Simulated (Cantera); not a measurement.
A Cantera script and what it prints.

```python
import numpy as np
import cantera as ct

gas_names = [...]  # 114 gases of nasa_gas.yaml made of C, Fe, H, O
cond_names = """
    C(gr) C6H6(L) C7H8(L) C8H18(L),n-octa Fe(a) Fe(c) Fe(d) Fe(L) FeC5O5(L) FeO(s) FeO(L) Fe(OH)2(s)
    Fe(OH)3(s) Fe2O3(s) Fe3O4(s) H2O(s) H2O(L)
""".split()


# ... load() reads the species with a 1 bar reference pressure and builds the phases ...
atoms = {
    'Fe2O3': {'Fe': 2, 'O': 3},
    'CH4': {'C': 1, 'H': 4},
    'H2': {'H': 2},
}
top_T = {'C(gr)': 4500, 'Fe2O3(s)': 1830, 'Fe3O4(s)': 1870}  # K; cautious upper limits of use, not melting points


# ... equilibrate(T, P, feed) seeds the gas with the atoms and calls Mixture.equilibrate('TP', solver="vcs", rtol=1e-11, max_steps=5000) ...
results = []
feed = {'Fe2O3': 1, 'CH4': 1.1, 'H2': 0.21}  # mol
P = 41  # Pa
for T in [1223, 1273, 1323, 1373, 1423, 1473, 1523, 1573, 1623, 1673, 1723, 1773, 1823]:
    mix = equilibrate(T, P, feed)
    results.append((T, P, feed, dict(zip(mix.species_names, mix.species_moles))))
    x = sorted(zip(gas.X, gas.species_names), reverse=True)
    print(f"T = {T:g} K  P = {P:g} Pa  gas = {mix.phase_moles(0):.4g} mol")
    print("   x: " + "  ".join(f"{s} {v:.3e}" for v, s in x if v > 0.0001))
    print("   condensed (mol): " + ("  ".join(f"{mix.phase(i).name} {mix.phase_moles(i):.4g}"
          for i in range(1, mix.n_phases) if mix.phase_moles(i) > 1e-12) or "none"))
```

Result:

```
T = 1223 K  P = 41 Pa  gas = 3.51 mol
   x: H2 5.327e-01  CO 2.616e-01  H2O 1.539e-01  CO2 5.177e-02
   condensed (mol): Fe(c) 0.822  FeO(s) 1.178
T = 1273 K  P = 41 Pa  gas = 3.51 mol
   x: H2 5.224e-01  CO 2.634e-01  H2O 1.642e-01  CO2 5.002e-02
   condensed (mol): Fe(c) 0.852  FeO(s) 1.148
T = 1323 K  P = 41 Pa  gas = 3.51 mol
   x: H2 5.127e-01  CO 2.650e-01  H2O 1.738e-01  CO2 4.841e-02
   condensed (mol): Fe(c) 0.88  FeO(s) 1.12
T = 1373 K  P = 41 Pa  gas = 3.51 mol
   x: H2 5.038e-01  CO 2.664e-01  H2O 1.827e-01  CO2 4.692e-02  H 1.167e-04
   condensed (mol): Fe(c) 0.906  FeO(s) 1.094
T = 1423 K  P = 41 Pa  gas = 3.511 mol
   x: H2 4.954e-01  CO 2.678e-01  H2O 1.910e-01  CO2 4.555e-02  H 2.309e-04
   condensed (mol): Fe(c) 0.9301  FeO(s) 1.07
T = 1473 K  P = 41 Pa  gas = 3.511 mol
   x: H2 4.876e-01  CO 2.690e-01  H2O 1.985e-01  CO2 4.426e-02  H 4.363e-04  Fe 2.039e-04
   condensed (mol): Fe(c) 0.9519  FeO(s) 1.047
T = 1523 K  P = 41 Pa  gas = 3.513 mol
   x: H2 4.801e-01  CO 2.700e-01  H2O 2.055e-01  CO2 4.306e-02  H 7.909e-04  Fe 5.920e-04
   condensed (mol): Fe(c) 0.9711  FeO(s) 1.027
T = 1573 K  P = 41 Pa  gas = 3.518 mol
   x: H2 4.727e-01  CO 2.708e-01  H2O 2.116e-01  CO2 4.190e-02  Fe 1.604e-03  H 1.381e-03
   condensed (mol): Fe(c) 0.9864  FeO(s) 1.008
T = 1623 K  P = 41 Pa  gas = 3.529 mol
   x: H2 4.649e-01  CO 2.710e-01  H2O 2.168e-01  CO2 4.076e-02  Fe 4.078e-03  H 2.328e-03
   condensed (mol): Fe(c) 0.9948  FeO(s) 0.9907
T = 1673 K  P = 41 Pa  gas = 3.552 mol
   x: H2 4.594e-01  CO 2.710e-01  H2O 2.172e-01  CO2 3.873e-02  Fe 9.788e-03  H 3.812e-03
   condensed (mol): Fe(d) 0.9745  FeO(L) 0.9906
T = 1723 K  P = 41 Pa  gas = 3.602 mol
   x: H2 4.543e-01  CO 2.696e-01  H2O 2.117e-01  CO2 3.577e-02  Fe 2.226e-02  H 6.071e-03  OH 1.550e-04
   condensed (mol): Fe(d) 0.9116  FeO(L) 1.008
T = 1773 K  P = 41 Pa  gas = 3.708 mol
   x: H2 4.422e-01  CO 2.640e-01  H2O 2.030e-01  Fe 4.823e-02  CO2 3.265e-02  H 9.343e-03  OH 2.658e-04  FeO 2.383e-04
   condensed (mol): Fe(d) 0.7959  FeO(L) 1.024
T = 1823 K  P = 41 Pa  gas = 3.93 mol
   x: H2 4.164e-01  CO 2.507e-01  H2O 1.896e-01  Fe 9.928e-02  CO2 2.919e-02  H 1.381e-02  FeO 5.650e-04  OH 4.376e-04
   condensed (mol): Fe(L) 0.5718  FeO(L) 1.036
```

Method: chemical equilibrium by Gibbs-energy minimisation in Cantera with the NASA 1993 tables (ideal gas, pure condensed phases). Each liquid is taken as pure. Mutual solubility and eutectic melting of coexisting phases are not modelled. The tables' stoichiometric FeO is somewhat more stable than real wüstite, so its field is too wide. FeO: taken at fixed stoichiometry.
